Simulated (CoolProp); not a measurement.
R1336mzz(E) along the isotherm 136.85 °C: Z from the reference equation and from simpler models built on Tc = 130.4 °C, pc = 2.779 MPa, ω = 0.413; each cubic takes its own stable root.

The numbers come from the reference Helmholtz-energy equation of state, Akasaka 2023 in CoolProp.

| p (MPa) | phase | reference |
|---|---|---|
| 0.018 | gas | 0.9978 |
| 0.0272 | gas | 0.9967 |
| 0.041 | gas | 0.9950 |
| 0.0619 | gas | 0.9924 |
| 0.0934 | gas | 0.9885 |
| 0.141 | gas | 0.9826 |
| 0.212 | gas | 0.9737 |
| 0.321 | gas | 0.9598 |
| 0.484 | gas | 0.9387 |
| 0.729 | gas | 0.9058 |
| 1.1 | gas | 0.8532 |
| 1.66 | gas | 0.7649 |
| 2.5 | gas | 0.5931 |
| 3.78 | supercritical | 0.2344 |
| 5.7 | supercritical | 0.3029 |

How far does each simpler model (van der Waals, Redlich-Kwong, Peng-Robinson) lie from the reference over these 15 states: mean and median of the absolute difference, and the worst?


- van der Waals: mean 7.0 %, median 0.7 %, worst +45.2 % at 136.85 °C and 5.7 MPa
- Redlich-Kwong: mean 3.2 %, median 0.2 %, worst +23.8 % at 136.85 °C and 3.78 MPa
- Peng-Robinson: mean 2.1 %, median 0.2 %, worst +16.6 % at 136.85 °C and 3.78 MPa
